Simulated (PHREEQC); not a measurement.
**Hard or scaling water**

Dissolve 4.6e-05 mol/kgw Ca(HCO3)2, 0.00022 mol/kgw NaF and 8.1e-06 mol/kgw H4SiO4 at 87 °C. Closed to the air; pH follows from the charge balance.

Computed with PHREEQC (ion-association model, wateq4f.dat).

Precipitation was switched off in this run.

### Question
Predict the pH, ionic strength.

### Answer
pH 7.37; ionic strength 0.000357 mol/kgw.

### Question
In which forms is Si present?

### Answer
H4SiO4 98 %, H3SiO4- 1.5 % of the Si.

Species that the database lacks are ignored. Away from 25 °C the constants follow the database's enthalpies or fits; those with neither stay at their 25 °C values. SiF6-2 is the database's only silicon fluoride.
